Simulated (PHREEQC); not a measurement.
Geothermal or formation water: an equilibrium model

A made-up water analysis in mmol/kgw, 75 °C, pH 6.25, pe -1.3:

| constituent | mmol/kgw |
|---|---|
| Na | 146 |
| K | 0.0179 |
| Ca | 4.99 |
| Mg | 3.03 |
| Cl | 136 |
| S(6) | 10.5 |
| Alkalinity (meq/kgw) | 0.000237 |
| Si | 0.0174 |
| Br | 4.39 |

Valence states are taken as typed.

Model: ion-association model, wateq4f.dat, run in PHREEQC.

```json
{
  "ionic_strength": "0.170 mol/kgw",
  "charge_balance_error": "0.2 %"
}
```

```json
[
 {"species": "Na+", "molality": "0.144", "activity": "0.105", "log γ": "-0.137"},
 {"species": "Cl-", "molality": "0.136", "activity": "0.0954", "log γ": "-0.154"},
 {"species": "SO4-2", "molality": "0.00704", "activity": "0.00196", "log γ": "-0.556"},
 {"species": "Br-", "molality": "0.00439", "activity": "0.00321", "log γ": "-0.136"},
 {"species": "Ca+2", "molality": "0.00427", "activity": "0.00129", "log γ": "-0.521"},
 {"species": "Mg+2", "molality": "0.00212", "activity": "0.000682", "log γ": "-0.494"},
 {"species": "NaSO4-", "molality": "0.00184", "activity": "0.00135", "log γ": "-0.133"},
 {"species": "MgSO4", "molality": "0.000905", "activity": "0.000942", "log γ": "0.017"},
 {"species": "CaSO4", "molality": "0.000720", "activity": "0.000749", "log γ": "0.017"},
 {"species": "K+", "molality": "1.74e-5", "activity": "1.22e-5", "log γ": "-0.154"},
 {"species": "H4SiO4", "molality": "1.74e-5", "activity": "1.81e-5", "log γ": "0.017"},
 {"species": "H+", "molality": "7.14e-7", "activity": "5.62e-7", "log γ": "-0.103"},
 {"species": "HCO3-", "molality": "6.36e-7", "activity": "4.68e-7", "log γ": "-0.133"},
 {"species": "CO2", "molality": "5.34e-7", "activity": "5.56e-7", "log γ": "0.017"},
 {"species": "HSO4-", "molality": "5.29e-7", "activity": "3.80e-7", "log γ": "-0.143"},
 {"species": "OH-", "molality": "4.95e-7", "activity": "3.45e-7", "log γ": "-0.157"}
]
```

Precipitation was switched off in this run. Complexes and solids missing from the database can't appear. Constants without temperature data keep their 25 °C values here.
